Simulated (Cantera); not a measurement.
## Stirred combustor or abatement burner

A perfectly stirred reactor is fed with 26.3 % H₂, 15.5 % O₂, 58.2 % N₂, at 760 Torr; it is adiabatic with a 600 K inlet, and is followed from long to short residence time, starting on the burning branch (τ in s: 0.16, 0.062, 0.024, 0.0095, 0.0037, 0.0014, 0.00056, 0.00022, 8.6e-05, 3.3e-05).

Cantera simulation using the H2/O2 subset of GRI-Mech 3.0, which has no nitrogen chemistry; the numbers are that mechanism's predictions, not measurements.

```tsv
τ (s)	T (K)	x H₂	x O₂	x O	x H₂O₂	x H	x H₂O	x OH
0.16	2423	0.00729	0.0268	0.00164	2.81e-7	0.00156	0.287	0.0116
0.062	2421	0.00749	0.0268	0.00169	2.78e-7	0.00162	0.286	0.0117
0.024	2414	0.00798	0.0270	0.00180	2.74e-7	0.00179	0.286	0.0120
0.0095	2399	0.00915	0.0273	0.00209	2.66e-7	0.00223	0.283	0.0127
0.0037	2363	0.0118	0.0281	0.00277	2.60e-7	0.00340	0.279	0.0141
0.0014	2288	0.0168	0.0299	0.00426	2.83e-7	0.00634	0.269	0.0163
0.00056	2176	0.0231	0.0327	0.00658	3.61e-7	0.0119	0.257	0.0179
0.00022	2025	0.0299	0.0364	0.00967	5.54e-7	0.0211	0.241	0.0183
8.6e-5	1844	0.0362	0.0412	0.0128	1.05e-6	0.0340	0.225	0.0166
3.3e-5	1640	0.0441	0.0485	0.0147	2.40e-6	0.0491	0.207	0.0131
```
x: mole fraction; the columns are a selection and need not sum to one.
